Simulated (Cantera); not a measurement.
What does this Cantera script print?

```python
import numpy as np
import cantera as ct

gas_names = """
    Ca CaCL CaCL2 Ca2 CL CL2 H HCL H2 N NH NH2 NH3 N2 N2H2 N2H4
""".split()
cond_names = """
    Ca(a) Ca(b) Ca(L) CaCL2(s) CaCL2(L) NH4CL(a) NH4CL(b)
""".split()


def load(file, names, dense=False):
    # The tables refer to 1 bar. Condensed volumes are neglected.
    table = {s.name: s for s in ct.Species.list_from_file(file)}
    out = []
    for n in names:
        d = dict(table[n].input_data)
        d["thermo"] = dict(d["thermo"], **{"reference-pressure": 1e5})
        if dense:
            d["equation-of-state"] = {"model": "constant-volume", "density": "1e6 g/cm^3"}
        out.append(ct.Species.from_dict(d))
    return out


gas = ct.Solution(thermo="ideal-gas", species=load("nasa_gas.yaml", gas_names))
cond = {s.name: ct.Solution(thermo="fixed-stoichiometry", species=[s], name=s.name)
        for s in load("nasa_condensed.yaml", cond_names, dense=True)}
atoms = {
    'CaCl2': {'Ca': 1, 'CL': 2},
    'H2': {'H': 2},
    'N2': {'N': 2},
}
top_T = {}  # K; cautious upper limits of use, not melting points


def equilibrate(T, P, feed):
    n = {}
    for name, mol in feed.items():
        for a, k in atoms[name].items():
            n[a] = n.get(a, 0.0) + k * mol
    gas.TPX = T, P, n
    mass = sum(n.values()) * gas.mean_molecular_weight
    gas.equilibrate("TP")
    valid = [c for c in cond.values() if c.min_temp <= T <= top_T.get(c.name, c.max_temp)]
    mix = ct.Mixture([(gas, mass / gas.mean_molecular_weight)] + [(c, 0.0) for c in valid])
    mix.T, mix.P = T, P
    mix.equilibrate("TP", solver="vcs", rtol=1e-11, max_steps=5000)
    return mix


results = []
feed = {'CaCl2': 1, 'H2': 24, 'N2': 1.2}  # mol
P = 0.3  # Pa
for T in [1423, 1498, 1573, 1648, 1723, 1798, 1873, 1948, 2023, 2098, 2173]:
    mix = equilibrate(T, P, feed)
    results.append((T, P, feed, dict(zip(mix.species_names, mix.species_moles))))

top = {s: max(r[3][s] / sum(r[3][g] for g in gas_names) for r in results) for s in gas_names}
cols = sorted((s for s in top if top[s] > 0.001), key=lambda s: -top[s])[:8]
seen = [c for c in cond_names if any(r[3].get(c, 0) > 1e-12 for r in results)]
print("log10 of partial pressures in bar; condensed amounts in mol")
print(f"{'T/K':>10s}" + "".join(f"{s[:9]:>10s}" for s in cols + seen))
for T, P, feed, n in results:
    ng = sum(n[g] for g in gas_names)
    print(f"{T:10.4g}" + "".join(f"{np.log10(max(n[s] / ng * P / 1e5, 1e-99)):10.3f}" for s in cols)
          + "".join(f"{n.get(c, 0):10.4g}" for c in seen))
```

Output:

```
log10 of partial pressures in bar; condensed amounts in mol
       T/K        H2         H        N2        CL     CaCL2       HCL        Ca      CaCL
      1423    -5.564    -7.960    -6.864   -10.447    -6.971    -7.965    -8.445    -8.432
      1498    -5.568    -7.549    -6.866    -9.781    -6.997    -7.706    -8.157    -8.231
      1573    -5.576    -7.179    -6.869    -9.183    -7.039    -7.481    -7.903    -8.063
      1648    -5.592    -6.846    -6.877    -8.651    -7.107    -7.291    -7.681    -7.930
      1723    -5.619    -6.549    -6.889    -8.181    -7.216    -7.141    -7.492    -7.838
      1798    -5.667    -6.287    -6.911    -7.778    -7.390    -7.042    -7.339    -7.802
      1873    -5.746    -6.063    -6.944    -7.451    -7.669    -7.013    -7.229    -7.844
      1948    -5.869    -5.881    -6.989    -7.214    -8.101    -7.076    -7.171    -7.992
      2023    -6.048    -5.746    -7.041    -7.070    -8.699    -7.244    -7.166    -8.253
      2098    -6.290    -5.657    -7.088    -6.997    -9.403    -7.497    -7.187    -8.582
      2173    -6.580    -5.607    -7.123    -6.964   -10.132    -7.801    -7.211    -8.928
```

These are equilibrium values from Cantera (NASA tables, ideal gas, pure condensed phases), not measurements of a reactor.
